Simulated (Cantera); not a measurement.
Input (Python, Cantera):

```python
import numpy as np
import cantera as ct

gas = ct.Solution("gri30.yaml")


def delay(T, t_max=10):
    gas.TPX = T, 100000, {'CH4': 1.4, 'O2': 3.28, 'N2': 12.3}
    reactor = ct.IdealGasConstPressureReactor(gas, clone=False)
    net = ct.ReactorNet([reactor])
    net.rtol, net.atol = 1e-8, 1e-16
    while net.time < t_max:
        t_old, T_old = net.time, reactor.T
        net.step()
        if reactor.T > T + 400:  # ignition: a rise of 400 K
            return t_old + (T + 400 - T_old) / (reactor.T - T_old) * (net.time - t_old)
    return np.nan


taus = []
for T in [1173, 1273, 1373, 1473, 1573, 1673, 1773, 1873, 1973]:
    taus.append(delay(T))
    print(f"T0 = {T:6g} K   tau = {taus[-1]:.4e} s")
```

It prints:

```
T0 =   1173 K   tau = 6.2378e-02 s
T0 =   1273 K   tau = 1.5381e-02 s
T0 =   1373 K   tau = 4.3807e-03 s
T0 =   1473 K   tau = 1.4482e-03 s
T0 =   1573 K   tau = 5.6229e-04 s
T0 =   1673 K   tau = 2.5384e-04 s
T0 =   1773 K   tau = 1.2929e-04 s
T0 =   1873 K   tau = 7.2191e-05 s
T0 =   1973 K   tau = 4.3287e-05 s
```

Model: GRI-Mech 3.0 (53 species, 325 reactions), integrated in Cantera.
